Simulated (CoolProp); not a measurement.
Cyclohexane along the isobar 5.94 MPa: fugacity coefficient from the reference equation and from simpler models built on Tc = 553.6 K, pc = 4.081 MPa, ω = 0.209; each cubic takes its own stable root.

Computed with CoolProp (reference Helmholtz-energy equation of state, Zhou 2014).

| T (K) | phase | reference |
|---|---|---|
| 433.2 | liquid | 0.1205 |
| 444 | liquid | 0.1436 |
| 454.8 | liquid | 0.1692 |
| 465.6 | liquid | 0.1972 |
| 476.4 | liquid | 0.2276 |
| 487.3 | liquid | 0.2604 |
| 498.1 | liquid | 0.2949 |
| 508.9 | liquid | 0.3311 |

Question: How far does each simpler model (van der Waals, Redlich-Kwong, Soave-Redlich-Kwong, Peng-Robinson) lie from the reference over these 8 states: mean and median of the absolute difference, and the worst?

Answer: 
- van der Waals: mean 63.1 %, median 59.0 %, worst +108.5 % at 433.2 K and 5.94 MPa
- Redlich-Kwong: mean 17.2 %, median 16.8 %, worst +26.4 % at 433.2 K and 5.94 MPa
- Soave-Redlich-Kwong: mean 2.9 %, median 3.0 %, worst +3.1 % at 498.1 K and 5.94 MPa
- Peng-Robinson: mean 1.5 %, median 1.5 %, worst -1.6 % at 433.2 K and 5.94 MPa
